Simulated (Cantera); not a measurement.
A closed system holds: 1 mol SiCl4, 0.57 mol N2O, at 1300 K and 1.20 mbar.

Equilibrium computed with Cantera from the NASA thermochemical tables; the gas is ideal and each condensed phase is pure. Candidate condensed phases: Si, SiO2, Si2N2O, Si3N4; 23 gas species. The tables' values for SiCl3 are old estimates; treat these amounts as uncertain. The tables hold silica as quartz up to 1696 K and as liquid above; real silica turns to tridymite and cristobalite and melts near 1996 K. The numbers say what is thermodynamically allowed, not how fast it happens.

Base state: SiCl4 0.354, N2 0.283, Cl2 0.202, Cl 0.161, SiCl3 2.60e-5 (mole fractions); condensed: SiO2(β-quartz).

### Question
What changes in the equilibrium state with this change: SiCl4 replaced by HMDSO?

### Answer
```json
[
 {"species": "H2", "before": "0", "after": "0.891"},
 {"species": "CO", "before": "0", "after": "0.104"},
 {"species": "N2", "before": "0.283", "after": "0.00471"},
 {"species": "SiCl4", "before": "0.354", "after": "0"},
 {"species": "Cl2", "before": "0.202", "after": "0"},
 {"species": "Cl", "before": "0.161", "after": "0"},
 {"species": "SiO", "before": "<1e-9", "after": "7.71e-5"},
 {"species": "H", "before": "0", "after": "3.02e-5"},
 {"species": "SiCl3", "before": "2.60e-5", "after": "0"},
 {"species": "SiO2(β-quartz), mol", "before": "0.285", "after": "0"},
 {"species": "C(graphite), mol", "before": "0", "after": "4.00"},
 {"species": "SiC(s), mol", "before": "0", "after": "0.954"},
 {"species": "Si2N2O(s), mol", "before": "0", "after": "0.522"}
]
```
The feed counts by its element totals alone. Mutual solubility and eutectic melting of coexisting phases are not modelled. Further candidate phases: C, C6H6, C7H8, C8H18, H2O, SiC.
